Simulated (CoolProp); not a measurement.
Saturation properties of carbonyl sulfide (Tc = 378.8 K, pc = 6.369 MPa, ω = 0.098).

Computed with CoolProp (reference Helmholtz-energy equation of state, Lemmon 2006). It is a short technical equation, of lower accuracy than the large ones.

| T (K) | p (MPa) | liquid density (kg/m³) | enthalpy of vaporisation (kJ/kg) | surface tension (mN/m) |
|---|---|---|---|---|
| 183.8 | 0.01056 | 1255 | [?] | 28.5 |
| 198.9 | 0.02845 | 1224 | 324.5 | [?] |
| 214 | 0.06550 | [?] | 314.8 | 22.5 |
| 229.1 | 0.1334 | 1161 | 304.8 | 19.6 |
| 244.2 | 0.2463 | 1128 | 294.0 | 16.9 |
| 259.3 | 0.4208 | [?] | 282.2 | 14.3 |
| 274.4 | 0.6748 | 1055 | 269.1 | 11.8 |
| 289.5 | 1.027 | 1015 | 254.4 | 9.48 |
| 304.6 | 1.499 | 971.1 | 237.6 | 7.31 |
| 319.7 | [?] | [?] | 218.0 | 5.30 |
| 334.8 | 2.883 | 866.3 | 194.5 | 3.50 |
| 349.9 | 3.845 | 798.7 | 164.8 | 1.94 |
| 365 | 5.031 | 707.6 | 123.0 | [?] |

Task: Some entries are withheld; supply them.

Result: 
- 183.8, enthalpy of vaporisation (kJ/kg): 333.9
- 198.9, surface tension (mN/m): 25.4
- 214, liquid density (kg/m³): 1193
- 259.3, liquid density (kg/m³): 1092
- 319.7, p (MPa): 2.109
- 319.7, liquid density (kg/m³): 922.3
- 365, surface tension (mN/m): 0.684

It boils at 223.0 K under 1 atm.

Surface tension comes from a separate correlation (Mulero 2012).
